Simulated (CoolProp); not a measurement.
Values from CoolProp's reference Helmholtz-energy equation of state, Lemmon 2005. It is a short technical equation, of lower accuracy than the large ones.

Q: For trans-2-butene, give the phase and the Z, cp (kJ/(kg K)), cv (kJ/(kg K)), Joule-Thomson coefficient (K/MPa) at 525 K and 1.08 MPa.

A: 
- 525 K and 1.08 MPa: gas; Z 0.952, cp 2.42, cv 2.23, Joule-Thomson coefficient 5.23
